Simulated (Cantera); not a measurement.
Standard-state values (1 bar) from the NASA 1993 polynomials, evaluated with Cantera. Values are per mole of reaction as written; species without (g) are pure solids or liquids, kept so even where they would boil at 1 bar.

**Question.** Between 300 and 525 K, where is each reaction favourable under standard conditions?
- Cl2(g) + Ti2O3 + TiCl4 = 3 TiOCl2(g)

**Answer.** 
- Cl2(g) + Ti2O3 + TiCl4 = 3 TiOCl2(g): ΔG° is 565 kJ at 300 K and 478 kJ at 525 K; it stays positive (K < 1). ΔH° is 671 kJ and ΔS° 367 J/K at 525 K.
